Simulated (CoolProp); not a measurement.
500 sccm (0 °C, 1 atm) of nitrogen bubbles through liquid dimethyl carbonate at 326.3 K and leaves saturated at a total pressure of 0.15 MPa (ideal gas phase). Each further row changes one setting.

Model: reference Helmholtz-energy equation of state, Zhou 2011, in CoolProp.

```tsv
case	vapour pressure (kPa)	mole fraction of vapour	delivery (mg/min)	delivery (sccm)	change of delivery for a bath 1 K warmer (%)
as stated	26.5	…	432	107	…
bath temperature 331.3 K	32.5	…	…	…	…
total pressure 0.3 MPa	26.5	…	195	…	4.6
```

Q: What belongs in the gaps?

A: 
- as stated, mole fraction of vapour: 0.177
- as stated, change of delivery for a bath 1 K warmer (%): 5.1
- bath temperature 331.3 K, mole fraction of vapour: 0.217
- bath temperature 331.3 K, delivery (mg/min): 556
- bath temperature 331.3 K, delivery (sccm): 138
- bath temperature 331.3 K, change of delivery for a bath 1 K warmer (%): 5.2
- total pressure 0.3 MPa, mole fraction of vapour: 0.0884
- total pressure 0.3 MPa, delivery (sccm): 48.5
